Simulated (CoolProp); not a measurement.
The numbers come from the reference Helmholtz-energy equation of state, Lemmon 2006 in CoolProp. It is a short technical equation, of lower accuracy than the large ones.

### Question
For R142b, give the phase and the density (kg/m³), cp (kJ/(kg K)), Joule-Thomson coefficient (K/MPa), conductivity (mW/(m K)) at 17.25 °C and 1900 kPa; 17.25 °C and 3170 kPa; 17.25 °C and 7600 kPa.

### Answer
- 17.25 °C and 1900 kPa: liquid; density 1140, cp 1.29, Joule-Thomson coefficient -0.261, conductivity 85.3
- 17.25 °C and 3170 kPa: liquid; density 1140, cp 1.28, Joule-Thomson coefficient -0.272, conductivity 86.0
- 17.25 °C and 7600 kPa: liquid; density 1150, cp 1.26, Joule-Thomson coefficient -0.301, conductivity 88.3

Thermal conductivity comes from a separate model (Huber 2003), an estimate that may be off by 10 % or more.
